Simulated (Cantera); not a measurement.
A closed system holds: 1 mol Ni, 1.8 mol NH₃, 7.6 mol N₂, at 777 °C and 10.0 mbar.

Equilibrium computed with Cantera from the NASA thermochemical tables; the gas is ideal and each condensed phase is pure. Candidate condensed phases: Ni; 10 gas species. Equilibrium is a limit: real reactors are often held back by kinetics, nucleation or transport.

Problem. What is the equilibrium state?

Solution. 
- x(N₂) = 0.759
- x(H₂) = 0.241
- n(Ni(s)) = 1.00 mol
- gas amount = 11.20 mol
